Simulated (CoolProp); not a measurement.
Saturation properties of nitrous oxide.

Values from CoolProp's reference Helmholtz-energy equation of state, Lemmon 2006. It is a short technical equation, of lower accuracy than the large ones.

```
T (°C)  p (MPa)  vapour density (kg/m³)  liquid cp (kJ/(kg K))
------  -------  ----------------------  ---------------------
-60.75   0.4160                   11.16                  1.765
-55.15   0.5270                   13.97                  1.781
-49.55   0.6589                   17.30                  1.801
-43.85   0.8171                   21.28                  1.826
-38.25   0.9983                   25.88                  1.853
-32.65    1.208                   31.23                  1.886
-27.05    1.448                   37.45                  1.925
-21.35    1.726                   44.81                  1.972
-15.75    2.035                   53.22                  2.028
-10.15    2.383                   63.01                  2.097
-4.55     2.773                   74.43                  2.184
1.15      3.215                   88.13                  2.299
6.75      3.698                   104.1                  2.451
12.35     4.232                   123.5                  2.671
```

It boils at -88.5 °C under 1 atm.
